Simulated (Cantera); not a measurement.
What does this Cantera script print?

```python
import numpy as np
import cantera as ct

gas_names = """
    C CH CH2 CH3 CH2OH CH3O CH4 CH3OH CO CO2 COOH C2 C2H CHCO,ketyl C2H2,acetylene C2H2,vinylidene
    CH2CO,ketene C2H3,vinyl CH3CO,acetyl C2H4 C2H4O,ethylen CH3CHO,ethanal CH3COOH (HCOOH)2 C2H5 C2H6
    CH3OCH3 C2H5OH C2O C3 C3H3,propargyl C3H4,allene C3H4,propyne C3H4,cyclo- C3H5,allyl C3H6,propylene
    C3H6,cyclo- C3H6O C3H7,n-propyl C3H7,i-propyl C3H8 C3H8O,1propanol C3H8O,2propanol C3O2 C4 C4H2
    C4H4,1,3-cyclo- C4H6,butadiene C4H6,2-butyne C4H6,cyclo- C4H8,1-butene C4H8,cis2-buten
    C4H8,tr2-butene C4H8,isobutene C4H8,cyclo- (CH3COOH)2 C4H9,n-butyl C4H9,i-butyl C4H9,s-butyl
    C4H9,t-butyl C4H10,isobutane C4H10,n-butane C5 C5H6,1,3cyclo- C5H8,cyclo- C5H10,1-pentene
    C5H10,cyclo- C5H11,pentyl C5H11,t-pentyl C5H12,n-pentane C5H12,i-pentane CH3C(CH3)2CH3 C6H2
    C6H5,phenyl C6H5O,phenoxy C6H6 C6H5OH,phenol C6H10,cyclo- C6H12,1-hexene C6H12,cyclo- C6H13,n-hexyl
    C7H7,benzyl C7H8 C7H8O,cresol C7H14,1-heptene C7H15,n-heptyl C7H16,n-heptane C8H8,styrene
    C8H10,ethylbenz C8H16,1-octene C8H17,n-octyl C8H18,isooctane C8H18,n-octane C9H19,n-nonyl
    C10H8,naphthale C10H21,n-decyl C12H9,o-bipheny C12H10,bipheny H HCO HO2 H2 HCHO,formaldehy HCOOH H2O
    H2O2 O OH O2 O3 Si SiC SiC2 SiC4H12 SiH SiH2 SiH3 SiH4 SiO SiO2 Si2 Si2C Si3
""".split()
cond_names = """
    C(gr) C6H6(L) C7H8(L) C8H18(L),n-octa H2O(s) H2O(L) Si(cr) Si(L) SiC(b) SiO2(Lqz) SiO2(hqz) SiO2(L)
""".split()


def load(file, names, dense=False):
    # The tables refer to 1 bar. Condensed volumes are neglected.
    table = {s.name: s for s in ct.Species.list_from_file(file)}
    out = []
    for n in names:
        d = dict(table[n].input_data)
        d["thermo"] = dict(d["thermo"], **{"reference-pressure": 1e5})
        if dense:
            d["equation-of-state"] = {"model": "constant-volume", "density": "1e6 g/cm^3"}
        out.append(ct.Species.from_dict(d))
    return out


gas = ct.Solution(thermo="ideal-gas", species=load("nasa_gas.yaml", gas_names))
cond = {s.name: ct.Solution(thermo="fixed-stoichiometry", species=[s], name=s.name)
        for s in load("nasa_condensed.yaml", cond_names, dense=True)}
atoms = {
    'HMDSO': {'Si': 2, 'C': 6, 'H': 18, 'O': 1},
    'O2': {'O': 2},
    'H2': {'H': 2},
}
top_T = {'C(gr)': 4500, 'SiC(b)': 3050}  # K; cautious upper limits of use, not melting points


def equilibrate(T, P, feed):
    n = {}
    for name, mol in feed.items():
        for a, k in atoms[name].items():
            n[a] = n.get(a, 0.0) + k * mol
    gas.TPX = T, P, n
    mass = sum(n.values()) * gas.mean_molecular_weight
    gas.equilibrate("TP")
    valid = [c for c in cond.values() if c.min_temp <= T <= top_T.get(c.name, c.max_temp)]
    mix = ct.Mixture([(gas, mass / gas.mean_molecular_weight)] + [(c, 0.0) for c in valid])
    mix.T, mix.P = T, P
    mix.equilibrate("TP", solver="vcs", rtol=1e-11, max_steps=5000)
    return mix


results = []
T = 748  # K
P = 6200  # Pa
for m in [0.13, 0.22, 0.37, 0.62, 1, 1.8, 3, 5]:
    feed = {'HMDSO': 1, 'O2': m, 'H2': 7.1}  # mol
    mix = equilibrate(T, P, feed)
    results.append((T, P, feed, dict(zip(mix.species_names, mix.species_moles))))

top = {s: max(r[3][s] / sum(r[3][g] for g in gas_names) for r in results) for s in gas_names}
cols = sorted((s for s in top if top[s] > 1e-05), key=lambda s: -top[s])[:8]
seen = [c for c in cond_names if any(r[3].get(c, 0) > 1e-12 for r in results)]
print("log10 of partial pressures in bar; condensed amounts in mol")
print(f"{'n(O2)':>10s}" + "".join(f"{s[:9]:>10s}" for s in cols + seen))
for T, P, feed, n in results:
    ng = sum(n[g] for g in gas_names)
    print(f"{feed['O2']:10.4g}" + "".join(f"{np.log10(max(n[s] / ng * P / 1e5, 1e-99)):10.3f}" for s in cols)
          + "".join(f"{n.get(c, 0):10.4g}" for c in seen))
```

Result:

```
log10 of partial pressures in bar; condensed amounts in mol
     n(O2)        H2       H2O       CH4       CO2        CO     C(gr)    SiC(b) SiO2(Lqz)
      0.13    -1.278   -11.576    -2.035   -21.787   -12.282     2.544      1.37      0.63
      0.22    -1.278   -11.576    -2.035   -21.787   -12.282     2.634      1.28      0.72
      0.37    -1.278   -11.576    -2.035   -21.787   -12.282     2.784      1.13      0.87
      0.62    -1.278   -11.576    -2.035   -21.787   -12.282     3.034      0.88      1.12
         1    -1.278   -11.576    -2.035   -21.787   -12.282     3.414       0.5       1.5
       1.8    -1.293    -2.698    -2.066    -4.000    -3.389     3.911         0         2
         3    -1.348    -2.143    -2.177    -2.780    -2.779      3.54         0         2
         5    -1.424    -1.956    -2.329    -2.254    -2.516     2.309         0         2
```

Equilibrium computed with Cantera from the NASA thermochemical tables; the gas is ideal and each condensed phase is pure. The feed counts by its element totals alone.
